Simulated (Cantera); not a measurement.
An adiabatic, constant-pressure homogeneous reactor starts with 4.87 % CH₄, 0.487 % C₂H₆, 12.3 % O₂, 82.3 % N₂, at 1300 K and 7500 Torr.

Cantera simulation using GRI-Mech 3.0 (53 species, 325 reactions); the numbers are that mechanism's predictions, not measurements.

Task: Predict: time of steepest temperature rise; temperature at 0.200 s; equilibrium temperature; x(O₂) at 0.200 s; x(H) at 0.200 s.

Result: 
```json
{
 "time_of_steepest_temperature_rise": "0.539 ms",
 "temperature at 0.200 s": "2422 K",
 "equilibrium_temperature": "2422 K",
 "x(O₂) at 0.200 s": "0.00873 (gas-phase equilibrium 0.00873)",
 "x(H) at 0.200 s": "0.000217 (gas-phase equilibrium 0.000217)"
}
```
